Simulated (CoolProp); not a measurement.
Saturation properties of C2F6 (R116).

Model: reference Helmholtz-energy equation of state, Lemmon 2006, in CoolProp. It is a short technical equation, of lower accuracy than the large ones.

| T (K) | p (bar) | enthalpy of vaporisation (kJ/kg) | liquid cp (kJ/(kg K)) | surface tension (mN/m) | liquid conductivity (mW/(m K)) |
|---|---|---|---|---|---|
| 201.5 | 1.414 | 114.1 | 0.9585 | 10.2 | 73.5 |
| 204.3 | ? | 112.9 | 0.9661 | 9.80 | 72.4 |
| 207.2 | 1.863 | 111.5 | 0.9743 | 9.41 | 71.3 |
| 210 | 2.119 | 110.2 | 0.9825 | 9.04 | ? |
| 212.9 | 2.413 | 108.7 | 0.9913 | ? | 69.0 |
| 215.7 | 2.724 | 107.3 | 1.000 | 8.29 | 67.9 |
| 218.6 | ? | 105.8 | 1.010 | 7.91 | 66.8 |
| 221.4 | 3.452 | 104.3 | 1.019 | 7.55 | 65.7 |
| 224.2 | 3.859 | 102.8 | ? | 7.19 | ? |
| 227.1 | 4.317 | 101.2 | 1.040 | 6.82 | 63.4 |
| 229.9 | 4.797 | 99.52 | 1.052 | 6.46 | 62.3 |
| 232.8 | 5.335 | 97.78 | 1.064 | 6.10 | 61.2 |
| 235.6 | 5.896 | 96.04 | 1.076 | 5.75 | 60.1 |
| 238.5 | 6.522 | 94.17 | 1.090 | 5.40 | 58.9 |

Question: What belongs in the gaps?

Answer: 
- 204.3, p (bar): 1.623
- 210, liquid conductivity (mW/(m K)): 70.2
- 212.9, surface tension (mN/m): 8.65
- 218.6, p (bar): 3.078
- 224.2, liquid cp (kJ/(kg K)): 1.029
- 224.2, liquid conductivity (mW/(m K)): 64.6

It boils at 195.1 K under 1 atm.

Thermal conductivity comes from a separate model (Huber 2003), an estimate that may be off by 10 % or more. Surface tension comes from a separate correlation (Mulero 2012).
